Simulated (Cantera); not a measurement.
Cantera run:

```python
import numpy as np
import cantera as ct

gas_names = """
    C CN CO CO2 C2 CCN CNC C2N2 C2O C3 C3O2 C4 C4N2 C5 N NCO NO NO2 NO3 N2 N2O O O2 O3 Si SiC SiC2 SiN
    SiO SiO2 Si2 Si2C Si2N Si3
""".split()
cond_names = """
    C(gr) Si(cr) Si(L) SiC(b) SiO2(Lqz) SiO2(hqz) SiO2(L) Si2N2O(s) Si3N4(a)
""".split()


def load(file, names, dense=False):
    # The tables refer to 1 bar. Condensed volumes are neglected.
    table = {s.name: s for s in ct.Species.list_from_file(file)}
    out = []
    for n in names:
        d = dict(table[n].input_data)
        d["thermo"] = dict(d["thermo"], **{"reference-pressure": 1e5})
        if dense:
            d["equation-of-state"] = {"model": "constant-volume", "density": "1e6 g/cm^3"}
        out.append(ct.Species.from_dict(d))
    return out


gas = ct.Solution(thermo="ideal-gas", species=load("nasa_gas.yaml", gas_names))
cond = {s.name: ct.Solution(thermo="fixed-stoichiometry", species=[s], name=s.name)
        for s in load("nasa_condensed.yaml", cond_names, dense=True)}
atoms = {
    'Si': {'Si': 1},
    'CO2': {'C': 1, 'O': 2},
    'N2': {'N': 2},
}
top_T = {'C(gr)': 4500, 'SiC(b)': 3050, 'Si2N2O(s)': 2100, 'Si3N4(a)': 2400}  # K; cautious upper limits of use, not melting points


def equilibrate(T, P, feed):
    n = {}
    for name, mol in feed.items():
        for a, k in atoms[name].items():
            n[a] = n.get(a, 0.0) + k * mol
    gas.TPX = T, P, n
    mass = sum(n.values()) * gas.mean_molecular_weight
    gas.equilibrate("TP")
    valid = [c for c in cond.values() if c.min_temp <= T <= top_T.get(c.name, c.max_temp)]
    mix = ct.Mixture([(gas, mass / gas.mean_molecular_weight)] + [(c, 0.0) for c in valid])
    mix.T, mix.P = T, P
    mix.equilibrate("TP", solver="vcs", rtol=1e-11, max_steps=5000)
    return mix


results = []
feed = {'Si': 1, 'CO2': 0.068, 'N2': 420}  # mol
P = 58000  # Pa
for T in [1373, 1423, 1473, 1523, 1573, 1623, 1673, 1723, 1773, 1823, 1873, 1923]:
    mix = equilibrate(T, P, feed)
    results.append((T, P, feed, dict(zip(mix.species_names, mix.species_moles))))

top = {s: max(r[3][s] / sum(r[3][g] for g in gas_names) for r in results) for s in gas_names}
cols = sorted((s for s in top if top[s] > 0.001), key=lambda s: -top[s])[:8]
seen = [c for c in cond_names if any(r[3].get(c, 0) > 1e-12 for r in results)]
print("log10 of partial pressures in bar; condensed amounts in mol")
print(f"{'T/K':>10s}" + "".join(f"{s[:9]:>10s}" for s in cols + seen))
for T, P, feed, n in results:
    ng = sum(n[g] for g in gas_names)
    print(f"{T:10.4g}" + "".join(f"{np.log10(max(n[s] / ng * P / 1e5, 1e-99)):10.3f}" for s in cols)
          + "".join(f"{n.get(c, 0):10.4g}" for c in seen))
```

Result:

```
log10 of partial pressures in bar; condensed amounts in mol
       T/K        N2     C(gr) Si2N2O(s)  Si3N4(a)
      1373    -0.237   0.06327    0.1313    0.2458
      1423    -0.237   0.05502     0.123    0.2513
      1473    -0.237   0.03483    0.1028    0.2648
      1523    -0.237         0   0.06795     0.288
      1573    -0.237         0   0.06777    0.2881
      1623    -0.237         0    0.0671    0.2883
      1673    -0.237         0   0.06478    0.2891
      1723    -0.237         0   0.05736    0.2915
      1773    -0.237         0   0.03517    0.2989
      1823    -0.237         0         0    0.3105
      1873    -0.237         0         0    0.3103
      1923    -0.237         0         0    0.3094
```

These are equilibrium values from Cantera (NASA tables, ideal gas, pure condensed phases), not measurements of a reactor. N2 is the only nitrogen source here; it is nearly inert below about 1500 K, so the nitride shown seldom forms there in practice. Mutual solubility and eutectic melting of coexisting phases are not modelled.
